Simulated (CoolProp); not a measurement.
A single-stage vapour-compression cycle with dimethyl ether: evaporating at 222.15 K (dew point), condensing at 258.15 K (bubble point), superheat 0 K, subcooling 2 K, compressor efficiency 0.75, no pressure losses. Each further row changes one setting.

Values from CoolProp's reference Helmholtz-energy equation of state, Wu 2011.

```csv
case,cooling COP,pressure ratio,discharge temperature (K),refrigerating effect (kJ/kg),volumetric capacity (kJ/m³)
as stated,4.14,5.51,300.2,419,293
evaporating temperature 227.15 K,5.01,4.19,293.0,424,384
condensing temperature 253.15 K,4.90,4.49,290.5,430,301
subcooling 7 K,4.25,5.51,300.2,430,301
superheat 10 K,4.08,5.51,311.8,431,288
compressor efficiency 0.65,3.59,5.51,310.6,419,293
```
